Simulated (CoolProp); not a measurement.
200 sccm (0 °C, 1 atm) of nitrogen bubbles through liquid toluene at 321 K and leaves saturated at a total pressure of 0.101 MPa (ideal gas phase). Each further row changes one setting.

Values from CoolProp's reference Helmholtz-energy equation of state, Lemmon 2006. It is a short technical equation, of lower accuracy than the large ones.

| case | vapour pressure (kPa) | mole fraction of vapour | delivery (mg/min) | delivery (sccm) | change of delivery for a bath 1 K warmer (%) |
|---|---|---|---|---|---|
| as stated | 11.2 | 0.111 | 103 | 25.0 | 5.0 |
| bath temperature 326 K | 13.9 | 0.137 | [?] | [?] | 5.0 |
| total pressure 0.202 MPa | 11.2 | 0.0555 | 48.3 | [?] | 4.7 |

Task: What belongs in the gaps?

Result: 
- bath temperature 326 K, delivery (mg/min): 131
- bath temperature 326 K, delivery (sccm): 31.8
- total pressure 0.202 MPa, delivery (sccm): 11.7
